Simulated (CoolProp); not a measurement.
Properties of decamethylcyclopentasiloxane (D5) along the isotherm 620 K.

Computed with CoolProp (reference Helmholtz-energy equation of state, Thol 2019).

| p (kPa) | phase | density (kg/m³) | cp (kJ/(kg K)) | isothermal compressibility (1/MPa) | expansivity (1/kK) |
|---|---|---|---|---|---|
| 59.9 | gas | 4.396 | 1.957 | 17.04 | 1.741 |
| 120 | gas | 8.994 | 1.962 | 8.694 | 1.884 |
| 180 | gas | 13.79 | 1.967 | 5.936 | 2.045 |
| 239 | gas | 18.74 | 1.973 | 4.586 | 2.224 |
| 299 | gas | 24.04 | 1.980 | 3.771 | 2.432 |
| 359 | gas | 29.63 | 1.988 | 3.240 | 2.671 |
| 419 | gas | 35.58 | 1.998 | 2.873 | 2.951 |
| 479 | gas | 41.92 | 2.008 | 2.612 | 3.281 |
| 539 | gas | 48.74 | 2.021 | 2.424 | 3.677 |
